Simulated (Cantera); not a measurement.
A closed system holds: 1 mol AlCl3, 28 mol N2, a varied amount of H2, at 2198.15 K and 0.000600 bar.

These are equilibrium values from Cantera (NASA tables, ideal gas, pure condensed phases), not measurements of a reactor. Candidate condensed phases: Al, AlCl3, AlN, NH4Cl; 20 gas species. The tables' values for AlCl2 are old estimates; treat these amounts as uncertain. Equilibrium is a limit: real reactors are often held back by kinetics, nucleation or transport.

x: gas mole fraction; nothing condenses.

| n(H2) (mol) | x H2 | x N2 | x H | x HCl | x AlCl | x Cl | x Al |
|---|---|---|---|---|---|---|---|
| 7 | 0.122 | 0.720 | 0.0796 | 0.0358 | 0.0242 | 0.0169 | ? |
| 12 | 0.201 | 0.628 | 0.102 | 0.0339 | 0.0207 | 0.0125 | ? |
| 22 | 0.315 | 0.501 | 0.128 | 0.0290 | 0.0160 | 0.00856 | 0.00184 |
| 38 | 0.429 | 0.379 | 0.149 | 0.0232 | 0.0116 | 0.00586 | 0.00194 |
| 68 | 0.542 | 0.261 | 0.167 | 0.0168 | 0.00738 | 0.00378 | 0.00192 |
| 120 | 0.630 | 0.169 | 0.181 | 0.0115 | 0.00428 | 0.00239 | ? |
| 210 | 0.692 | 0.105 | 0.189 | 0.00753 | 0.00227 | 0.00150 | ? |
| 370 | 0.734 | 0.0631 | 0.195 | 0.00475 | 0.00109 | 0.000919 | ? |
| 660 | 0.760 | 0.0365 | 0.198 | 0.00290 | 0.000467 | 0.000550 | ? |

What belongs in the gaps?


- 7, x Al: 0.00140
- 12, x Al: 0.00163
- 120, x Al: 0.00176
- 210, x Al: 0.00149
- 370, x Al: 0.00116
- 660, x Al: 0.000834
